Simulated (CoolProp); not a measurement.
n-octane along the isotherm 346.85 °C: fugacity coefficient from the reference equation and from simpler models built on Tc = 295.6 °C, pc = 2484 kPa, ω = 0.398; each cubic takes its own stable root.

Computed with CoolProp (reference Helmholtz-energy equation of state, Beckmüller 2019).

```json
[
 {"p (kPa)": "2070", "phase": "gas", "reference": "0.7912"},
 {"p (kPa)": "4140", "phase": "supercritical", "reference": "0.6059"},
 {"p (kPa)": "6210", "phase": "supercritical", "reference": "0.4743"},
 {"p (kPa)": "8280", "phase": "supercritical", "reference": "0.4037"},
 {"p (kPa)": "10300", "phase": "supercritical", "reference": "0.3634"},
 {"p (kPa)": "12400", "phase": "supercritical", "reference": "0.3374"},
 {"p (kPa)": "14500", "phase": "supercritical", "reference": "0.3212"},
 {"p (kPa)": "16600", "phase": "supercritical", "reference": "0.3112"},
 {"p (kPa)": "18600", "phase": "supercritical", "reference": "0.3058"},
 {"p (kPa)": "20700", "phase": "supercritical", "reference": "0.3034"},
 {"p (kPa)": "22800", "phase": "supercritical", "reference": "0.3036"},
 {"p (kPa)": "24800", "phase": "supercritical", "reference": "0.3058"}
]
```

### Question
How far does each simpler model (Redlich-Kwong, Peng-Robinson) lie from the reference over these 12 states: mean and median of the absolute difference, and the worst?

### Answer
- Redlich-Kwong: mean 4.2 %, median 3.9 %, worst +8.8 % at 346.85 °C and 24800 kPa
- Peng-Robinson: mean 3.0 %, median 3.6 %, worst +4.1 % at 346.85 °C and 18600 kPa
